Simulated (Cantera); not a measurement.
Chlorosilane synthesis and conversion: SiCl₄ + Cl₂ + H₂

Input: 1 mol SiCl₄, 0.96 mol Cl₂, 13 mol H₂, at 100000 Pa.

Method: chemical equilibrium by Gibbs-energy minimisation in Cantera with the NASA 1993 tables (ideal gas, pure condensed phases). Candidate condensed phases: Si; 19 gas species. The tables' values for SiCl₃ are old estimates; treat these amounts as uncertain. Equilibrium is a limit: real reactors are often held back by kinetics, nucleation or transport.

```csv
T (°C),x H₂,x HCl,x SiCl₄,x SiHCl₃,x SiCl₃,x SiCl₂,x SiH₂Cl₂
450,0.805,0.128,0.0667,0.000125,1.73e-8,1.12e-12,1.62e-8
500,0.805,0.129,0.0666,0.000262,1.15e-7,2.89e-11,7.93e-8
550,0.804,0.129,0.0663,0.000500,6.06e-7,4.97e-10,3.17e-7
600,0.804,0.129,0.0660,0.000879,2.62e-6,6.10e-9,1.07e-6
650,0.803,0.130,0.0654,0.00144,9.57e-6,5.63e-8,3.12e-6
700,0.803,0.131,0.0646,0.00223,3.03e-5,4.08e-7,8.04e-6
750,0.801,0.132,0.0635,0.00327,8.48e-5,2.39e-6,1.86e-5
800,0.800,0.133,0.0620,0.00456,0.000213,1.17e-5,3.92e-5
850,0.798,0.135,0.0601,0.00609,0.000484,4.83e-5,7.55e-5
900,0.796,0.138,0.0577,0.00777,0.00100,0.000172,0.000134
950,0.792,0.141,0.0546,0.00947,0.00191,0.000535,0.000219
1000,0.788,0.146,0.0506,0.0109,0.00334,0.00144,0.000327
```
x: gas mole fraction; nothing condenses.

From 450 °C to 1000 °C nothing is condensed. The main Si-bearing gas is SiCl₄ throughout.
